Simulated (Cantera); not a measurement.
Charge: 1 mol HCl, 3.2 mol H₂, 0.082 mol O₂, equilibrated at 3325 K and 101000 Pa.

These are equilibrium values from Cantera (NASA tables, ideal gas, pure condensed phases), not measurements of a reactor. Candidate condensed phases: H₂O; 14 gas species. Kinetics and transport are ignored.

Base state: H₂ 0.497, H 0.272, HCl 0.145, Cl 0.0532, H₂O 0.0249, OH 0.00568, O 0.00184, O₂ 3.59e-5 (mole fractions); condensed: gas only.

What changes in the equilibrium state with this change: temperature from 3325 K to 873.15 K?


```csv
species,before,after
H₂,0.497,0.723
HCl,0.145,0.238
H₂O,0.0249,0.0390
H,0.272,<1e-9
Cl,0.0532,<1e-9
OH,0.00568,<1e-9
O,0.00184,<1e-9
O₂,3.59e-5,<1e-9
Cl₂,1.14e-5,<1e-9
```

What changes in the equilibrium state with this change: temperature from 3325 K to 1423 K?


```csv
species,before,after
H₂,0.497,0.723
HCl,0.145,0.238
H₂O,0.0249,0.0390
H,0.272,5.61e-6
Cl,0.0532,1.51e-6
O,0.00184,<1e-9
OH,0.00568,6.58e-9
```
